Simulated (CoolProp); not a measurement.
trans-2-butene at several states: density (kg/m³) from the reference equation and from simpler models built on Tc = 428.6 K, pc = 40.19 bar, ω = 0.210; each cubic takes its own stable root.

The numbers come from the reference Helmholtz-energy equation of state, Lemmon 2005 in CoolProp. It is a short technical equation, of lower accuracy than the large ones.

| T (K) | p (bar) | phase | reference | van der Waals | Redlich-Kwong | Soave-Redlich-Kwong | Peng-Robinson |
|---|---|---|---|---|---|---|---|
| 469.6 | 13.6 | gas | 21.52 | 21.38 | 21.54 | … | 21.71 |
| 425.7 | 195 | liquid | 489.8 | 349.5 | 447.8 | 448.3 | … |
| 180.9 | 0.214 | liquid | 723.8 | 0.8073 | 643.7 | 649.5 | … |
| 195.8 | 19.4 | liquid | 710.0 | 427.0 | … | 640.4 | 719.3 |

Problem. Some entries are withheld; supply them.

Solution. 
- 469.6, Soave-Redlich-Kwong: 21.45
- 425.7, Peng-Robinson: 499.4
- 180.9, Peng-Robinson: 729.1
- 195.8, Redlich-Kwong: 633.3

At some of these states van der Waals gives the other phase, because its saturation line lies elsewhere.
